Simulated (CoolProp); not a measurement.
100 sccm (0 °C, 1 atm) of nitrogen bubbles through liquid toluene at 347.6 K and leaves saturated at a total pressure of 0.15 MPa (ideal gas phase). Each further row changes one setting.

The numbers come from the reference Helmholtz-energy equation of state, Lemmon 2006 in CoolProp. It is a short technical equation, of lower accuracy than the large ones.

| case | vapour pressure (kPa) | mole fraction of vapour | delivery (mg/min) | delivery (sccm) | change of delivery for a bath 1 K warmer (%) |
|---|---|---|---|---|---|
| as stated | 32.0 | 0.213 | 111 | 27.1 | 4.7 |
| bath temperature 352.6 K | 38.1 | [?] | 140 | [?] | [?] |
| total pressure 0.3 MPa | 32.0 | [?] | 49.0 | [?] | [?] |

Task: Some entries are withheld; supply them.

Result: 
- bath temperature 352.6 K, mole fraction of vapour: 0.254
- bath temperature 352.6 K, delivery (sccm): 34.1
- bath temperature 352.6 K, change of delivery for a bath 1 K warmer (%): 4.8
- total pressure 0.3 MPa, mole fraction of vapour: 0.107
- total pressure 0.3 MPa, delivery (sccm): 11.9
- total pressure 0.3 MPa, change of delivery for a bath 1 K warmer (%): 4.1
